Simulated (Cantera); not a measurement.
An adiabatic, constant-pressure homogeneous reactor starts with CH₄ : CO : O₂ : N₂ = 1 : 1.1 : 1.16 : 4.36 (molar parts), equivalence ratio 2.2, at 975 K and 1100000 Pa. Integrator tolerance rtol = 1e-08.

Computed with Cantera and GRI-Mech 3.0 (53 species, 325 reactions). Below about 1000 K GRI-Mech 3.0 lacks low-temperature oxidation paths.

**Question.** What does this change do: constant volume in place of constant pressure?

**Answer.** 
```tsv
quantity	before	after
time of steepest temperature rise	0.878 s	0.747 s
temperature at 1.00 s	2128 K	2453 K
equilibrium temperature	2128 K	2453 K
x(CH₄) at 1.00 s	7.55e-9 (gas-phase equilibrium 8.31e-9)	1.04e-8 (gas-phase equilibrium 1.14e-8)
x(CO) at 1.00 s	0.208 (gas-phase equilibrium 0.208)	0.212 (gas-phase equilibrium 0.212)
x(O₂) at 1.00 s	4.42e-8 (gas-phase equilibrium 4.42e-8)	7.76e-7 (gas-phase equilibrium 7.76e-7)
x(C₂H₄) at 1.00 s	<1e-12 (gas-phase equilibrium <1e-12)	<1e-12 (gas-phase equilibrium <1e-12)
x(N₂O) at 1.00 s	6.77e-10 (gas-phase equilibrium 5.95e-10)	8.19e-9 (gas-phase equilibrium 8.19e-9)
x(NO) at 1.00 s	5.82e-6 (gas-phase equilibrium 3.97e-6)	3.29e-5 (gas-phase equilibrium 3.29e-5)
x(OH) at 1.00 s	4.69e-5 (gas-phase equilibrium 4.69e-5)	0.000254 (gas-phase equilibrium 0.000254)
```
